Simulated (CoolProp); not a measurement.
Cyclopentane at several states: density (kg/m³) from the reference equation and from simpler models built on Tc = 511.7 K, pc = 4.583 MPa, ω = 0.202; each cubic takes its own stable root.

Computed with CoolProp (reference Helmholtz-energy equation of state, Gedanitz 2015).

```tsv
T (K)	p (MPa)	phase	reference	Soave-Redlich-Kwong	Peng-Robinson
483.7	2.45	gas	…	58.64	60.30
436	13.3	liquid	…	587.0	…
484.2	0.0586	gas	1.026	1.026	1.027
```

What belongs in the gaps?


- 483.7, reference: 59.86
- 436, reference: 614.1
- 436, Peng-Robinson: 660.3
